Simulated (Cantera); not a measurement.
Charge: 1 mol FeS, 4.5 mol O2, 0.16 mol CO2, at 700 °C and 300 Torr.

Method: chemical equilibrium by Gibbs-energy minimisation in Cantera with the NASA 1993 tables (ideal gas, pure condensed phases). Candidate condensed phases: C, Fe, Fe(CO)5, FeO, FeS, FeSO4, FeS2, Fe2O3, Fe2(SO4)3, Fe3O4, S; 25 gas species. Rates play no part.

Base state: O2 0.680, SO3 0.156, SO2 0.120, CO2 0.0441 (mole fractions); condensed: Fe2O3(s).

Task: What changes in the equilibrium state with this change: pressure from 300 Torr to 900 Torr?

Result: 
```json
[
 {"species": "O2", "before": "0.680", "after": "0.740"},
 {"species": "SO3", "before": "0.156", "after": "0.147"},
 {"species": "SO2", "before": "0.120", "after": "0.0624"},
 {"species": "CO2", "before": "0.0441", "after": "0.0504"},
 {"species": "Fe2O3(s), mol", "before": "0.500", "after": "0.388"},
 {"species": "Fe2(SO4)3(s), mol", "before": "0", "after": "0.112"}
]
```
